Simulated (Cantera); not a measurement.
A closed system holds: 1 mol H₂O, 0.21 mol O₂, 3.9 mol N₂, held at 2.80 mbar.

Method: chemical equilibrium by Gibbs-energy minimisation in Cantera with the NASA 1993 tables (ideal gas, pure condensed phases). Candidate condensed phases: H₂O; 24 gas species. Equilibrium is a limit: real reactors are often held back by kinetics, nucleation or transport. All values below are at 2902 °C.

Base state: N₂ 0.536, H 0.267, O 0.183, NO 0.00509, OH 0.00330, H₂ 0.00290, O₂ 0.00235, N 0.000560 (mole fractions); condensed: gas only.

Q: What changes in the equilibrium state with this change: N₂ from 3.9 to 8.8 mol?

A: 
| species | before | after |
|---|---|---|
| N₂ | 0.536 | 0.721 |
| H | 0.267 | 0.161 |
| O | 0.183 | 0.110 |
| H₂O | 9.50e-5 | 2.08e-5 |
| O₂ | 0.00235 | 0.000854 |
| OH | 0.00330 | 0.00120 |
| H₂ | 0.00290 | 0.00105 |

Q: What changes in the equilibrium state with this change: 0.27 mol Cl₂ added?

A: 
| species | before | after |
|---|---|---|
| N₂ | 0.536 | 0.499 |
| H | 0.267 | 0.248 |
| O | 0.183 | 0.171 |
| Cl | 0 | 0.0684 |
| HCl | 0 | 0.00102 |
| H₂O | 9.50e-5 | 7.67e-5 |
| H₂ | 0.00290 | 0.00250 |
| OH | 0.00330 | 0.00287 |
Further candidate phases: NH₄Cl.
